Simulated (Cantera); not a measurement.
An adiabatic, constant-volume homogeneous reactor starts with H₂ : O₂ : N₂ = 1 : 1.61 : 6.06 (molar parts), equivalence ratio 0.31, at 1098 K and 1500 Torr. Integrator tolerance rtol = 1e-08.

Model: the H2/O2 subset of GRI-Mech 3.0, which has no nitrogen chemistry, integrated in Cantera.

Problem. What does this change do: pressure from 1500 Torr to 750 Torr?

Solution. 
```csv
quantity,before,after
time of steepest temperature rise,70.1 µs,0.102 ms
temperature at 0.800 s,2126 K,2122 K
equilibrium temperature,2126 K,2122 K
x(H₂) at 0.800 s,0.000122 (gas-phase equilibrium 0.000122),0.000168 (gas-phase equilibrium 0.000168)
x(O₂) at 0.800 s,0.135 (gas-phase equilibrium 0.135),0.135 (gas-phase equilibrium 0.135)
x(OH) at 0.800 s,0.00260 (gas-phase equilibrium 0.00260),0.00304 (gas-phase equilibrium 0.00304)
x(H₂O₂) at 0.800 s,2.33e-7 (gas-phase equilibrium 2.33e-7),1.62e-7 (gas-phase equilibrium 1.62e-7)
x(O) at 0.800 s,0.000320 (gas-phase equilibrium 0.000320),0.000442 (gas-phase equilibrium 0.000442)
x(H) at 0.800 s,2.12e-5 (gas-phase equilibrium 2.12e-5),3.44e-5 (gas-phase equilibrium 3.44e-5)
x(HO₂) at 0.800 s,4.98e-6 (gas-phase equilibrium 4.98e-6),4.12e-6 (gas-phase equilibrium 4.12e-6)
```

Problem. What does this change do: pressure from 1500 Torr to 248 Torr?

Solution. 
| quantity | before | after |
|---|---|---|
| time of steepest temperature rise | 70.1 µs | 0.269 ms |
| temperature at 0.800 s | 2126 K | 2114 K |
| equilibrium temperature | 2126 K | 2114 K |
| x(H₂) at 0.800 s | 0.000122 (gas-phase equilibrium 0.000122) | 0.000277 (gas-phase equilibrium 0.000277) |
| x(O₂) at 0.800 s | 0.135 (gas-phase equilibrium 0.135) | 0.134 (gas-phase equilibrium 0.134) |
| x(OH) at 0.800 s | 0.00260 (gas-phase equilibrium 0.00260) | 0.00387 (gas-phase equilibrium 0.00387) |
| x(H₂O₂) at 0.800 s | 2.33e-7 (gas-phase equilibrium 2.33e-7) | 9.04e-8 (gas-phase equilibrium 9.04e-8) |
| x(O) at 0.800 s | 0.000320 (gas-phase equilibrium 0.000320) | 0.000728 (gas-phase equilibrium 0.000728) |
| x(H) at 0.800 s | 2.12e-5 (gas-phase equilibrium 2.12e-5) | 7.34e-5 (gas-phase equilibrium 7.34e-5) |
| x(HO₂) at 0.800 s | 4.98e-6 (gas-phase equilibrium 4.98e-6) | 3.02e-6 (gas-phase equilibrium 3.02e-6) |
